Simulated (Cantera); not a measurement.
Standard-state values (1 bar) from the NASA 1993 polynomials, evaluated with Cantera. Values are per mole of reaction as written; species without (g) are pure solids or liquids, kept so even where they would boil at 1 bar.

HCl(g) + TiCl₃ ⇌ H(g) + TiCl₄, with ΔH° = 228.0 kJ and ΔS° = 40.7 J/K at 300 K.

### Question
How far is the shortcut ΔG° ≈ ΔH°(300 K) − T·ΔS°(300 K) from the full temperature-dependent value at 373, 398, 423, 448, 473, 498, 523, 548 K?

### Answer
```tsv
T (K)	shortcut (kJ)	full (kJ)	difference (kJ)	difference in log10 K
373	212.8	212.4	0.3	-0.05
398	211.7	211.2	0.6	-0.08
423	210.7	209.8	0.9	-0.11
448	209.7	208.5	1.2	-0.14
473	208.7	207.0	1.7	-0.18
498	207.7	205.5	2.1	-0.22
523	206.7	204.0	2.6	-0.26
548	205.6	202.4	3.2	-0.31
```
The shortcut ignores the heat-capacity change of the reaction.
